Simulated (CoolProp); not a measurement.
Saturated liquid density (kg/m³) of R13: the reference equation beside estimates from Tc = 303.0 K, pc = 3.973 MPa, ω = 0.175.

The numbers come from the reference Helmholtz-energy equation of state, Platzer 1990 in CoolProp. This equation is an older, rougher fit; its heat capacities, sound speeds and derivatives of the liquid may be far off and weren't checked against measurements.

```tsv
T (K)	reference	van der Waals	Redlich-Kwong	Soave-Redlich-Kwong
222	1397	912.6	1314	1350
230.2	1361	888.3	1270	1308
238.3	1322	862.7	1224	1263
246.5	1281	834.9	1174	1213
254.7	1237	805.0	1120	1159
262.8	1188	772.6	1062	1099
271	1134	736.3	997.0	1032
279.2	1070	694.8	923.2	954.9
```

Absolute difference from the reference over all 8 rows, mean and median: van der Waals 34.9 and 34.9 %, Redlich-Kwong 9.3 and 8.9 %, Soave-Redlich-Kwong 6.3 and 5.8 %.
